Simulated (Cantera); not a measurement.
Charge: 1 mol Al, 3.8 mol N2, 0.0044 mol O2, at 1.33 mbar.

These are equilibrium values from Cantera (NASA tables, ideal gas, pure condensed phases), not measurements of a reactor. Candidate condensed phases: Al, AlN, Al2O3; 16 gas species. Mutual solubility and eutectic melting of coexisting phases are not modelled. Condensed phases not in the tables: aluminium oxynitride. Equilibrium is a limit: real reactors are often held back by kinetics, nucleation or transport.

x: gas mole fraction; n: condensed amount in mol.

| T (°C) | x N2 | x Al | x Al2O | x Al2 | n AlN(s) | n Al2O3(s) |
|---|---|---|---|---|---|---|
| 1350 | 1.000 | 6.07e-5 | 6.28e-6 | 1.68e-11 | 0.994 | 0.00293 |
| 1400 | 1.000 | [?] | [?] | [?] | 0.993 | 0.00289 |
| 1450 | 0.999 | 0.000931 | 0.000204 | 1.88e-9 | 0.990 | 0.00271 |
| 1500 | 0.996 | 0.00325 | 0.000999 | 1.63e-8 | 0.979 | 0.00183 |
| 1550 | 0.987 | 0.0106 | 0.00261 | 1.26e-7 | 0.947 | 0 |
| 1600 | 0.965 | 0.0327 | 0.00252 | 8.80e-7 | 0.868 | 0 |
| 1650 | 0.901 | 0.0971 | 0.00227 | 5.83e-6 | 0.605 | 0 |
| 1700 | 0.793 | 0.205 | 0.00184 | 1.97e-5 | 0 | 0 |
| 1750 | 0.793 | 0.205 | 0.00184 | 1.52e-5 | 0 | 0 |
| 1800 | 0.793 | 0.205 | 0.00184 | [?] | 0 | 0 |
| 1850 | 0.793 | 0.205 | 0.00184 | 9.35e-6 | 0 | 0 |
| 1900 | 0.793 | 0.205 | 0.00183 | 7.46e-6 | 0 | 0 |
| 1950 | 0.793 | 0.205 | 0.00183 | 6.01e-6 | 0 | 0 |

Q: Fill in the missing entries.

A: 
- 1800, x Al2: 1.18e-5
- 1400, x Al: 0.000248
- 1400, x Al2O: 3.77e-5
- 1400, x Al2: 1.91e-10
